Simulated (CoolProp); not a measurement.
Octamethylcyclotetrasiloxane (D4) at 493.37 K and 0.0836 MPa is compressed adiabatically to 0.465 MPa with isentropic efficiency 0.6. Each further row changes one setting.

The numbers come from the reference Helmholtz-energy equation of state, Thol 2015 in CoolProp.

| case | work (kJ/kg) | final phase | final density (kg/m³) |
|---|---|---|---|
| as stated | … | two-phase, vapour fraction 0.967 | 43.1 |
| efficiency 1 | 21.1 | … | … |
| efficiency 0.65 | … | … | … |

Problem. Some entries are withheld; supply them.

Solution. 
- as stated, work (kJ/kg): 35.2
- efficiency 1, final phase: two-phase, vapour fraction 0.821
- efficiency 1, final density (kg/m³): 50.1
- efficiency 0.65, work (kJ/kg): 32.5
- efficiency 0.65, final phase: two-phase, vapour fraction 0.939
- efficiency 0.65, final density (kg/m³): 44.3
